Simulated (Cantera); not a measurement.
Input: 1 mol CH3SiH3, 150 mol H2, equilibrated at 927 °C and 13000 Pa.

Equilibrium computed with Cantera from the NASA thermochemical tables; the gas is ideal and each condensed phase is pure. Candidate condensed phases: C, C6H6, C7H8, C8H18, Si, SiC; 87 gas species. The feed counts by its element totals alone. Mutual solubility and eutectic melting of coexisting phases are not modelled. Rates play no part.

Base state: H2 1.000 (mole fractions); condensed: Si(s) + SiC(s).

Question: What changes in the equilibrium state with this change: CH3SiH3 replaced by SiHCl3?

Answer: 
```tsv
species	before	after
H2	1.000	0.982
HCl	0	0.0165
SiCl2	0	0.000654
SiHCl3	0	0.000271
SiCl4	0	0.000167
SiCl3	0	0.000112
Si(s), mol	0.000515	0.808
SiC(s), mol	0.999	0
```
The tables' values for SiCl3 are old estimates; treat these amounts as uncertain.

Question: What changes in the equilibrium state with this change: temperature from 927 °C to 1900 °C?

Answer: 
```csv
species,before,after
H2,1.000,0.986
H,5.47e-7,0.0133
Si,<1e-9,0.000538
C2H2 (acetylene),<1e-9,0.000349
SiH,<1e-9,8.98e-5
"Si(s), mol",0.000515,0
"SiC(s), mol",0.999,0.883
```
Gases not in the tables: Si2H6 and higher silanes.

Question: What changes in the equilibrium state with this change: CH3SiH3 replaced by SiF4?

Answer: 
```
species        before     after
-----------  --------  --------
H2              1.000     0.993
SiF4                0   0.00614
HF                  0  0.000500
SiHF3               0  0.000400
SiF3                0   7.21e-5
Si(s), mol   0.000515         0
SiC(s), mol     0.999         0
```
The tables' values for SiF3 are old estimates; treat these amounts as uncertain.
